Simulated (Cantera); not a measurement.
# Equilibrium for silicon oxide and oxynitride deposition: HMDSO + O2 + N2

Feed: 1 mol HMDSO, 0.25 mol O2, 7.8 mol N2, held at 0.0690 bar.

These are equilibrium values from Cantera (NASA tables, ideal gas, pure condensed phases), not measurements of a reactor. Candidate condensed phases: C, C6H6, C7H8, C8H18, H2O, Si, SiC, SiO2, Si2N2O, Si3N4; 151 gas species. The feed counts by its element totals alone. N2 is the only nitrogen source here; it is nearly inert below about 1500 K, so the nitride shown seldom forms there in practice. Mutual solubility and eutectic melting of coexisting phases are not modelled. The numbers say what is thermodynamically allowed, not how fast it happens.

| T (K) | x H2 | x N2 | x CO | x HCN | n C(graphite) | n Si2N2O(s) | n SiC(s) |
|---|---|---|---|---|---|---|---|
| 1200 | 0.552 | 0.417 | 0.0307 | 3.58e-5 | 5.49 | 1.00 | 0 |
| 1300 | 0.552 | 0.417 | 0.0307 | 9.93e-5 | 5.50 | 1.000 | 0 |
| 1400 | 0.552 | 0.417 | 0.0307 | 0.000238 | 5.49 | 1.000 | 0 |
| 1500 | 0.552 | 0.417 | 0.0307 | 0.000507 | 5.49 | 1.000 | 0 |
| 1600 | 0.539 | 0.419 | 0.0414 | 0.000972 | 4.91 | 0.806 | 0.385 |
| 1700 | 0.491 | 0.425 | 0.0816 | 0.00167 | 2.48 | 0 | 1.99 |
| 1800 | 0.490 | 0.425 | 0.0815 | 0.00280 | 2.46 | 0 | 1.99 |
| 1900 | 0.488 | 0.423 | 0.0813 | 0.00443 | 2.43 | 0 | 1.99 |
| 2000 | 0.485 | 0.422 | 0.0810 | 0.00667 | 2.39 | 0 | 1.99 |
x: gas mole fraction; n: condensed amount in mol.

From 1200 K to 1500 K the condensed part is C(graphite) + Si2N2O(s). At 1600 K the condensed part is C(graphite) + SiC(s) + Si2N2O(s). From 1700 K to 2000 K the condensed part is C(graphite) + SiC(s).
